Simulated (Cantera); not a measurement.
Cantera run, input and output.

```python
import numpy as np
import cantera as ct

gas = ct.Solution("gri30.yaml")
gas.TPX = 1350, 1000000, {'CH4': 0.0043, 'O2': 0.035, 'N2': 1}
reactor = ct.IdealGasConstPressureReactor(gas, energy="off", clone=False)
net = ct.ReactorNet([reactor])
net.rtol, net.atol = 1e-08, 1e-18
show = ['CH4', 'O2', 'O', 'HO2', 'N2O', 'C2H']
times = np.geomspace(0.0004, 20, 15)

steps = ct.SolutionArray(gas, extra=["t"])
rows = []
print(f"{'t/s':>10s}{'T/K':>9s}{'P/Pa':>11s}" + "".join(f"{s:>11s}" for s in show))
for t in times:
    while net.time < t:
        t_next = net.step()
        steps.append(gas.state, t=t_next)
    rows.append([np.interp(t, steps.t, y) for y in (steps.T, steps.P, *steps(*show).X.T)])
    print(f"{t:10.3e}{rows[-1][0]:9.1f}{rows[-1][1]:11.4g}" + "".join(f"{x:11.3e}" for x in rows[-1][2:]))
rate = np.gradient(steps.T, steps.t)
print("integrator steps:", len(steps.t))
if steps.T.max() > steps.T[0] + 200:
    print(f"time of steepest temperature rise: {steps.t[rate.argmax()]:.4e} s")
gas.TPX = 1350, 1000000, {'CH4': 0.0043, 'O2': 0.035, 'N2': 1}
gas.equilibrate("TP")
print(f"equilibrium (TP): T = {gas.T:.1f} K  " + "  ".join(f"{s} {gas[s].X[0]:.3e}" for s in show))
```

Output:

```
       t/s      T/K       P/Pa        CH4         O2          O        HO2        N2O        C2H
 4.000e-04   1350.0      1e+06  4.134e-03  3.367e-02  5.121e-09  2.150e-07  9.069e-11  5.638e-21
 8.664e-04   1350.0      1e+06  4.116e-03  3.366e-02  1.635e-08  4.615e-07  5.022e-10  1.737e-18
 1.876e-03   1350.0      1e+06  3.999e-03  3.358e-02  5.791e-08  1.646e-06  3.140e-09  5.497e-16
 4.064e-03   1350.0      1e+06  1.479e-06  2.654e-02  1.287e-05  8.333e-06  6.855e-07  4.137e-15
 8.803e-03   1350.0      1e+06  1.261e-15  2.557e-02  2.104e-06  1.852e-06  1.798e-06  1.119e-17
 1.907e-02   1350.0      1e+06  7.290e-17  2.542e-02  3.228e-07  2.245e-07  1.743e-06  1.079e-18
 4.130e-02   1350.0      1e+06  1.590e-17  2.540e-02  6.803e-08  2.373e-08  1.106e-06  1.195e-19
 8.944e-02   1350.0      1e+06  4.913e-18  2.540e-02  2.810e-08  7.357e-09  3.816e-07  2.237e-20
 1.937e-01   1350.0      1e+06  3.852e-18  2.540e-02  2.184e-08  6.252e-09  7.355e-08  1.507e-20
 4.196e-01   1350.0      1e+06  3.733e-18  2.540e-02  2.141e-08  6.203e-09  4.746e-08  1.442e-20
 9.088e-01   1350.0      1e+06  3.527e-18  2.540e-02  2.140e-08  6.203e-09  4.735e-08  1.362e-20
 1.968e+00   1350.0      1e+06  3.121e-18  2.540e-02  2.140e-08  6.203e-09  4.735e-08  1.204e-20
 4.263e+00   1350.0      1e+06  2.396e-18  2.540e-02  2.140e-08  6.203e-09  4.735e-08  9.225e-21
 9.234e+00   1350.0      1e+06  1.353e-18  2.540e-02  2.140e-08  6.203e-09  4.735e-08  5.179e-21
 2.000e+01   1350.0      1e+06  3.981e-19  2.540e-02  2.140e-08  6.203e-09  4.735e-08  1.484e-21
integrator steps: 1824
equilibrium (TP): T = 1350.0 K  CH4 4.994e-35  O2 2.529e-02  O 2.136e-08  HO2 6.184e-09  N2O 4.727e-08  C2H 2.150e-52
```

Computed with Cantera and GRI-Mech 3.0 (53 species, 325 reactions).
